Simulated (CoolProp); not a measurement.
Vapour-liquid equilibrium of m-xylene (1) + n-decane (2) at 0.119 kPa; x and y are mole fractions of (1).

Computed with CoolProp (multi-fluid Helmholtz-energy mixture model, Zhou 2012 and Lemmon 2006; pair parameters Bell 2016).

| x | bubble temperature, mixture model (K) | bubble temperature, Raoult's law (K) | y, mixture model | y, Raoult's law |
|---|---|---|---|---|
| 0.05 | 287.9 | 288.7 | 0.309 | 0.266 |
| 0.15 | 282.0 | 283.3 | 0.606 | 0.566 |
| 0.25 | 278.1 | 279.3 | 0.744 | 0.722 |
| 0.35 | 275.2 | 276.1 | 0.823 | 0.815 |
| 0.45 | 272.8 | 273.6 | 0.875 | 0.874 |
| 0.55 | 270.9 | 271.4 | 0.911 | 0.915 |
| 0.65 | 269.2 | 269.5 | 0.939 | 0.944 |
| 0.75 | 267.7 | 267.9 | 0.961 | 0.965 |
| 0.85 | 266.4 | 266.5 | 0.979 | 0.982 |
| 0.95 | 265.2 | 265.2 | 0.994 | 0.995 |

The largest gap from Raoult's law is -1.3 K in bubble temperature, at x = 0.15. No azeotrope shows between x = 0.05 and 0.95.

The pair parameters rest on a limited set of measurements; away from them the model extrapolates.
